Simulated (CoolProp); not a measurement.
Propylene along the isotherm 410.9 K: density (kg/m³) from the reference equation and from simpler models built on Tc = 364.2 K, pc = 4.555 MPa, ω = 0.146; each cubic takes its own stable root.

Values from CoolProp's reference Helmholtz-energy equation of state, Lemmon 2013.

```json
[
 {"p (MPa)": "0.813", "phase": "gas", "reference": "10.46", "ideal gas": "10.01", "van der Waals": "10.44", "Redlich-Kwong": "10.47", "Soave-Redlich-Kwong": "10.45", "Peng-Robinson": "10.52"},
 {"p (MPa)": "1.63", "phase": "gas", "reference": "22.00", "ideal gas": "20.08", "van der Waals": "21.92", "Redlich-Kwong": "22.05", "Soave-Redlich-Kwong": "21.96", "Peng-Robinson": "22.24"},
 {"p (MPa)": "2.44", "phase": "gas", "reference": "34.70", "ideal gas": "30.05", "van der Waals": "34.58", "Redlich-Kwong": "34.84", "Soave-Redlich-Kwong": "34.58", "Peng-Robinson": "35.26"},
 {"p (MPa)": "3.25", "phase": "gas", "reference": "48.99", "ideal gas": "40.03", "van der Waals": "48.95", "Redlich-Kwong": "49.29", "Soave-Redlich-Kwong": "48.73", "Peng-Robinson": "50.04"},
 {"p (MPa)": "4.07", "phase": "gas", "reference": "65.57", "ideal gas": "50.13", "van der Waals": "65.95", "Redlich-Kwong": "66.16", "Soave-Redlich-Kwong": "65.02", "Peng-Robinson": "67.26"},
 {"p (MPa)": "4.88", "phase": "supercritical", "reference": "84.76", "ideal gas": "60.11", "van der Waals": "86.48", "Redlich-Kwong": "85.84", "Soave-Redlich-Kwong": "83.65", "Peng-Robinson": "87.16"},
 {"p (MPa)": "5.69", "phase": "supercritical", "reference": "107.8", "ideal gas": "70.08", "van der Waals": "113.2", "Redlich-Kwong": "109.6", "Soave-Redlich-Kwong": "105.5", "Peng-Robinson": "110.7"},
 {"p (MPa)": "6.51", "phase": "supercritical", "reference": "136.5", "ideal gas": "80.18", "van der Waals": "149.9", "Redlich-Kwong": "139.0", "Soave-Redlich-Kwong": "131.5", "Peng-Robinson": "138.9"},
 {"p (MPa)": "7.32", "phase": "supercritical", "reference": "171.0", "ideal gas": "90.16", "van der Waals": "187.8", "Redlich-Kwong": "172.5", "Soave-Redlich-Kwong": "160.6", "Peng-Robinson": "170.5"},
 {"p (MPa)": "8.13", "phase": "supercritical", "reference": "208.9", "ideal gas": "100.1", "van der Waals": "214.1", "Redlich-Kwong": "205.4", "Soave-Redlich-Kwong": "190.4", "Peng-Robinson": "202.9"},
 {"p (MPa)": "8.95", "phase": "supercritical", "reference": "244.4", "ideal gas": "110.2", "van der Waals": "232.1", "Redlich-Kwong": "233.3", "Soave-Redlich-Kwong": "217.5", "Peng-Robinson": "233.0"},
 {"p (MPa)": "9.76", "phase": "supercritical", "reference": "272.6", "ideal gas": "120.2", "van der Waals": "245.2", "Redlich-Kwong": "255.3", "Soave-Redlich-Kwong": "240.1", "Peng-Robinson": "258.4"},
 {"p (MPa)": "10.6", "phase": "supercritical", "reference": "295.3", "ideal gas": "130.6", "van der Waals": "256.0", "Redlich-Kwong": "273.7", "Soave-Redlich-Kwong": "259.5", "Peng-Robinson": "280.4"},
 {"p (MPa)": "11.4", "phase": "supercritical", "reference": "312.3", "ideal gas": "140.4", "van der Waals": "264.5", "Redlich-Kwong": "288.4", "Soave-Redlich-Kwong": "275.1", "Peng-Robinson": "298.2"}
]
```
